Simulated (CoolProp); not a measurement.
Vapour pressure (kPa) of diethyl ether: the reference equation beside estimates from Tc = 194.7 °C, pc = 3717 kPa, ω = 0.282. Clausius-Clapeyron is anchored at 100.45 °C with a constant enthalpy of vaporisation of 21.53 kJ/mol.

Computed with CoolProp (reference Helmholtz-energy equation of state, Thol 2014).

| T (°C) | reference | Lee-Kesler | Clausius-Clapeyron | van der Waals | Redlich-Kwong | Soave-Redlich-Kwong | Peng-Robinson |
|---|---|---|---|---|---|---|---|
| 41.75 | 130.4 | 129.0 | 181.6 | 607.9 | 231.1 | 129.1 | 129.3 |
| 61.25 | 240.4 | 239.2 | 293.4 | 827.7 | 386.3 | 239.0 | 237.7 |
| 80.85 | 411.3 | 410.9 | 450.4 | 1095 | 606.2 | 411.2 | 407.1 |
| 100.45 | 661.0 | 661.4 | 661.0 | 1412 | 901.8 | 664.4 | 655.9 |
| 119.95 | 1007 | 1008 | 932.2 | 1780 | 1282 | 1017 | 1004 |
| 139.55 | 1475 | 1477 | 1275 | 2205 | 1761 | 1496 | 1477 |
| 159.05 | 2087 | 2090 | 1692 | 2685 | 2345 | 2118 | 2098 |
| 178.65 | 2884 | 2889 | 2193 | 3227 | 3047 | 2915 | 2901 |

Absolute difference from the reference over all 8 rows, mean and median: Lee-Kesler 0.3 and 0.1 %, Clausius-Clapeyron 16.8 and 16.2 %, van der Waals 132.1 and 95.2 %, Redlich-Kwong 35.8 and 31.9 %, Soave-Redlich-Kwong 0.9 and 1.0 %, Peng-Robinson 0.7 and 0.7 %.
